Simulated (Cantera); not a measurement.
What does this Cantera script print?

```python
import numpy as np
import cantera as ct

gas_names = """
    AL ALCL ALCL2 ALCL3 ALH ALO ALOCL ALOH ALO2 ALO2H AL2 AL2CL6 AL2O AL2O2 CL CLO CL2 H HALO HCL HOCL
    HO2 H2 H2O H2O2 O OH O2 O3
""".split()
cond_names = """
    AL(cr) AL(L) ALCL3(s) ALCL3(L) AL2O3(a) AL2O3(L) H2O(s) H2O(L)
""".split()


def load(file, names, dense=False):
    # The tables refer to 1 bar. Condensed volumes are neglected.
    table = {s.name: s for s in ct.Species.list_from_file(file)}
    out = []
    for n in names:
        d = dict(table[n].input_data)
        d["thermo"] = dict(d["thermo"], **{"reference-pressure": 1e5})
        if dense:
            d["equation-of-state"] = {"model": "constant-volume", "density": "1e6 g/cm^3"}
        out.append(ct.Species.from_dict(d))
    return out


gas = ct.Solution(thermo="ideal-gas", species=load("nasa_gas.yaml", gas_names))
cond = {s.name: ct.Solution(thermo="fixed-stoichiometry", species=[s], name=s.name)
        for s in load("nasa_condensed.yaml", cond_names, dense=True)}
atoms = {
    'AlCl3': {'AL': 1, 'CL': 3},
    'O2': {'O': 2},
    'H2': {'H': 2},
}
top_T = {}  # K; cautious upper limits of use, not melting points


def equilibrate(T, P, feed):
    n = {}
    for name, mol in feed.items():
        for a, k in atoms[name].items():
            n[a] = n.get(a, 0.0) + k * mol
    gas.TPX = T, P, n
    mass = sum(n.values()) * gas.mean_molecular_weight
    gas.equilibrate("TP")
    valid = [c for c in cond.values() if c.min_temp <= T <= top_T.get(c.name, c.max_temp)]
    mix = ct.Mixture([(gas, mass / gas.mean_molecular_weight)] + [(c, 0.0) for c in valid])
    mix.T, mix.P = T, P
    mix.equilibrate("TP", solver="vcs", rtol=1e-11, max_steps=5000)
    return mix


results = []
feed = {'AlCl3': 1, 'O2': 0.29, 'H2': 8.6}  # mol
P = 13332.2  # Pa
for T in [725, 800, 875, 950, 1025, 1100, 1175, 1250, 1325, 1400, 1475, 1550, 1625, 1700]:
    mix = equilibrate(T, P, feed)
    results.append((T, P, feed, dict(zip(mix.species_names, mix.species_moles))))

top = {s: max(r[3][s] / sum(r[3][g] for g in gas_names) for r in results) for s in gas_names}
cols = sorted((s for s in top if top[s] > 1e-06), key=lambda s: -top[s])[:5]
seen = [c for c in cond_names if any(r[3].get(c, 0) > 1e-12 for r in results)]
print("log10 of partial pressures in bar; condensed amounts in mol")
print(f"{'T/K':>10s}" + "".join(f"{s[:9]:>10s}" for s in cols + seen))
for T, P, feed, n in results:
    ng = sum(n[g] for g in gas_names)
    print(f"{T:10.4g}" + "".join(f"{np.log10(max(n[s] / ng * P / 1e5, 1e-99)):10.3f}" for s in cols)
          + "".join(f"{n.get(c, 0):10.4g}" for c in seen))
```

Result:

```
log10 of partial pressures in bar; condensed amounts in mol
       T/K        H2       HCL     ALCL3     ALCL2      ALCL  AL2O3(a)
       725    -0.959    -1.799    -2.182   -11.207   -16.644    0.1933
       800    -0.961    -1.801    -2.100    -9.717   -14.243    0.1933
       875    -0.962    -1.801    -2.083    -8.538   -12.311    0.1933
       950    -0.962    -1.802    -2.080    -7.558   -10.700    0.1933
      1025    -0.962    -1.802    -2.079    -6.727    -9.330    0.1933
      1100    -0.962    -1.802    -2.079    -6.011    -8.150    0.1933
      1175    -0.962    -1.801    -2.079    -5.389    -7.124    0.1933
      1250    -0.962    -1.801    -2.079    -4.844    -6.224    0.1933
      1325    -0.962    -1.800    -2.081    -4.363    -5.430    0.1933
      1400    -0.962    -1.798    -2.086    -3.941    -4.730    0.1933
      1475    -0.963    -1.791    -2.097    -3.574    -4.119    0.1933
      1550    -0.966    -1.776    -2.123    -3.269    -3.604    0.1933
      1625    -0.970    -1.748    -2.173    -3.034    -3.193    0.1933
      1700    -0.977    -1.710    -2.254    -2.871    -2.883    0.1932
```

Cantera equilibrium calculation (NASA polynomials, part measured and part estimated; ideal gas, pure solids and liquids). The tables' values for AlCl2 are old estimates; treat these amounts as uncertain. Condensed phases not in the tables: AlOCl.
